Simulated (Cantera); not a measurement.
## Thermodynamics of hydrogen reduction and annealing atmospheres, feed Fe3O4 + H2 + N2

Charge: 1 mol Fe3O4, a varied amount of H2, 83 mol N2, held at 600 K and 0.0520 bar.

Cantera equilibrium calculation (NASA polynomials, part measured and part estimated; ideal gas, pure solids and liquids). Candidate condensed phases: Fe, FeO, Fe(OH)2, Fe(OH)3, Fe2O3, Fe3O4, H2O; 27 gas species. Rates play no part.

From 160 mol H2 to 1200 mol H2 the condensed part is Fe(α).

```json
[
 {"n(H2) (mol)": "160", "x H2": "0.641", "x N2": "0.341", "x H2O": "0.0165", "x NH3": "0.000649", "n Fe(α)": "3.00"},
 {"n(H2) (mol)": "250", "x H2": "0.738", "x N2": "0.249", "x H2O": "0.0120", "x NH3": "0.000685", "n Fe(α)": "3.00"},
 {"n(H2) (mol)": "350", "x H2": "0.799", "x N2": "0.191", "x H2O": "0.00924", "x NH3": "0.000676", "n Fe(α)": "3.00"},
 {"n(H2) (mol)": "450", "x H2": "0.836", "x N2": "0.155", "x H2O": "0.00751", "x NH3": "0.000653", "n Fe(α)": "3.00"},
 {"n(H2) (mol)": "550", "x H2": "0.862", "x N2": "0.131", "x H2O": "0.00632", "x NH3": "0.000627", "n Fe(α)": "3.00"},
 {"n(H2) (mol)": "640", "x H2": "0.879", "x N2": "0.115", "x H2O": "0.00554", "x NH3": "0.000604", "n Fe(α)": "3.00"},
 {"n(H2) (mol)": "740", "x H2": "0.894", "x N2": "0.101", "x H2O": "0.00486", "x NH3": "0.000580", "n Fe(α)": "3.00"},
 {"n(H2) (mol)": "840", "x H2": "0.905", "x N2": "0.0897", "x H2O": "0.00434", "x NH3": "0.000558", "n Fe(α)": "3.00"},
 {"n(H2) (mol)": "930", "x H2": "0.914", "x N2": "0.0817", "x H2O": "0.00395", "x NH3": "0.000540", "n Fe(α)": "3.00"},
 {"n(H2) (mol)": "1000", "x H2": "0.919", "x N2": "0.0764", "x H2O": "0.00370", "x NH3": "0.000527", "n Fe(α)": "3.00"},
 {"n(H2) (mol)": "1100", "x H2": "0.926", "x N2": "0.0699", "x H2O": "0.00338", "x NH3": "0.000510", "n Fe(α)": "3.00"},
 {"n(H2) (mol)": "1200", "x H2": "0.932", "x N2": "0.0645", "x H2O": "0.00312", "x NH3": "0.000494", "n Fe(α)": "3.00"}
]
```
x: gas mole fraction; n: condensed amount in mol.
